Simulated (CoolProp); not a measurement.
Properties of isohexane along the isotherm 450.9 K (Tc = 497.7 K, pc = 30.43 bar, ω = 0.280).

Computed with CoolProp (reference Helmholtz-energy equation of state, Lemmon 2006). It is a short technical equation, of lower accuracy than the large ones.

```csv
p (bar),phase,Z,cp (kJ/(kg K))
5.85,gas,0.8981,2.449
11.7,gas,0.7686,2.660
17.6,liquid,0.08662,3.280
23.4,liquid,0.1139,3.221
29.3,liquid,0.1411,3.175
35.1,liquid,0.1676,3.139
41,liquid,0.1941,3.108
46.8,liquid,0.2200,3.083
52.7,liquid,0.2460,3.060
58.5,liquid,0.2713,3.041
64.4,liquid,0.2968,3.024
70.2,liquid,0.3218,3.009
76.1,liquid,0.3469,2.995
```
